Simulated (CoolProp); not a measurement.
The fluid at 348.18 K and 1.82 MPa flows at 0.2 m/s in a round tube of 12.7 mm bore and 15 µm roughness, fully developed (64/Re and Nu = 3.66 if laminar; Colebrook and Gnielinski if turbulent). The same conditions are run with several fluids, on thermodynamics alone (safety and materials aside).

Computed with CoolProp (reference Helmholtz-energy equation of state of each fluid (CH2F2 (R32): Tillner-Roth 1997; R404A: Lemmon 2003; R407C: Lemmon 2003; R125: Lemmon 2005; R22: Kamei 1995)). Blends and air are pseudo-pure fits.

**Question.** Rank CH2F2 (R32), R404A, R407C, R125, R22 by Reynolds number, highest first.

**Answer.** R125 (14700), R404A (12800), R407C (11100), R22 (10200), CH2F2 (R32) (6100)

| fluid | Darcy friction factor | pressure drop (Pa/m) | heat-transfer coefficient (W/(m² K)) | mass flow (kg/h) |
|---|---|---|---|---|
| CH2F2 (R32) | 0.0368 | 2.19 | 35.8 | 3.45 |
| R404A | 0.0309 | 3.72 | 66.5 | 6.95 |
| R407C | 0.0319 | 3.34 | 57.6 | 6.06 |
| R125 | 0.0301 | 4.35 | 71.0 | 8.37 |
| R22 | 0.0325 | 3.38 | 45.5 | 6.02 |

Transport values come from each fluid's own correlations; those of CH2F2 (R32), R22 are estimates that may be off by 10 % or more.
